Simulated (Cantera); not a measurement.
Charge: 1 mol SiH₂Cl₂, 0.058 mol Cl₂, 4 mol H₂, at 14.3 Torr.

Cantera equilibrium calculation (NASA polynomials, part measured and part estimated; ideal gas, pure solids and liquids). Candidate condensed phases: Si; 19 gas species. The numbers say what is thermodynamically allowed, not how fast it happens.

Over these rows the condensed part is Si(s). Partial pressures as log10 of bar:

```tsv
T (K)	1000/T (1/K)	log p SiCl₄	log p H₂	log p HCl	log p SiCl₂
1248	0.8013	-3.28	-1.82	-2.67	-3.12
1323	0.7559	-3.62	-1.83	-2.60	-2.92
1398	0.7153	?	-1.84	-2.56	-2.82
1473	0.6789	-4.56	-1.84	-2.56	-2.77
1548	0.6460	-5.03	-1.84	-2.56	-2.75
1623	0.6161	-5.48	-1.84	-2.56	-2.73
```

**Question.** Fit log p(SiCl₄) = a + b·(1000/T) to the five rows, give the apparent enthalpy, and predict the row at 1398 K.

**Answer.** Means: 1000/T = 0.6996, log p = -4.394. Sxy = 0.285077, Sxx = 0.0237863, so b = 11.98 and a = -4.394 − (11.98)×0.6996 = -12.78.
Apparent enthalpy: −19.145 × (11.98) = -229 kJ/mol. With the condensed phases at unit activity, 2 SiCl₂(g) = SiCl₄(g) + Si(s) links this pressure to the main gases: over the six rows their terms move log p by +0.78 in all, so the slope isn't that reaction's ΔH° alone. The five rows lie within 0.10 of the line; that is curvature, so one enthalpy describes this range poorly.
Prediction at 1398 K: -12.78 + (11.98)×0.7153 = -4.21. The computed value is -4.07, 0.14 from the line.
